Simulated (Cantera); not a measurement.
Feed: 1 mol MgO, 0.31 mol H2S, 5.9 mol O2, held at 2850 Torr.

Method: chemical equilibrium by Gibbs-energy minimisation in Cantera with the NASA 1993 tables (ideal gas, pure condensed phases). Candidate condensed phases: H2O, H2SO4, Mg, MgO, Mg(OH)2, MgS, MgSO4, S; 26 gas species. Rates play no part.

**Question.** At 1102 °C, list the 5 most abundant gas species with their mole fractions, and the condensed phases.

**Answer.** O2 0.897, H2O 0.0513, SO2 0.0451, SO3 0.00626, OH 1.76e-5. Condensed: MgO(s).
